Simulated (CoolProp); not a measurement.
n-perfluoropentane along the isotherm 454.7 K: fugacity coefficient from the reference equation and from simpler models built on Tc = 421.0 K, pc = 2.063 MPa, ω = 0.436; each cubic takes its own stable root.

Values from CoolProp's reference Helmholtz-energy equation of state, Gao 2022.

```tsv
p (MPa)	phase	reference
1.25	gas	0.8488
2.5	supercritical	0.7048
3.75	supercritical	0.5727
5	supercritical	0.4815
6.25	supercritical	0.4251
7.5	supercritical	0.3884
8.75	supercritical	0.3635
10	supercritical	0.3463
```

Task: How far does each simpler model (van der Waals, Peng-Robinson) lie from the reference over these 8 states: mean and median of the absolute difference, and the worst?

Result: 
- van der Waals: mean 3.3 %, median 2.2 %, worst +9.3 % at 454.7 K and 10 MPa
- Peng-Robinson: mean 1.6 %, median 1.4 %, worst -2.7 % at 454.7 K and 2.5 MPa
